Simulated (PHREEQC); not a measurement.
Copper plating or etch bath (model solution)

Consider water at 25 °C with 0.0042 mol/kgw Cu(NO3)2, 0.26 mol/kgw HCl and 0.016 mol/kgw FeCl3. Closed to the air; pH follows from the charge balance.

Model: ion-association model, phreeqc.dat, run in PHREEQC.

Each row changes one thing in this solution. No solid was allowed to form.

```
case                                               pH  ionic strength (mol/kgw)  Cl- (mol/kgw)  FeCl+2 (mol/kgw)  Fe+3 (mol/kgw)  Cu+2 (mol/kgw)  SI of Goethite (FeOOH)  SI of Hematite (Fe2O3)
-----------------------------------------------  ----  ------------------------  -------------  ----------------  --------------  --------------  ----------------------  ----------------------
as made                                          0.69                     0.324          0.292           0.00931         0.00367         0.00340                   -0.34                   +1.34
Cu(NO3)2 from 0.0042 to 0.042 mol/kgw            0.70                     0.425          0.285           0.00937         0.00394          0.0346                   -0.34                   +1.33
0.022 mol/kgw Fe2(SO4)3 added                    0.78                     0.393          0.281            0.0170         0.00722         0.00328                   +0.18                   +2.37
Cu(NO3)2 from 0.0042 to 0.0063 mol/kgw           0.69                     0.330          0.291           0.00932         0.00369         0.00510                   -0.34                   +1.34
HCl from 0.26 to 0.234 mol/kgw                   0.74                     0.299          0.266           0.00924         0.00394         0.00344                   -0.16                   +1.69
Cu(NO3)2 replaced by CuSO4 at the same molality  0.70                     0.320          0.293           0.00859         0.00337         0.00337                   -0.36                   +1.30
HCl left out                                     2.22                    0.0924         0.0445           0.00290         0.00586         0.00400                   +4.69                  +11.38
diluted 100-fold with water                      2.59                   0.00345        0.00308           3.30e-6         5.00e-5         4.17e-5                   +4.24                  +10.50
```

Some of these states are supersaturated (in Hematite (slow to form), Goethite (slow to form), for instance).
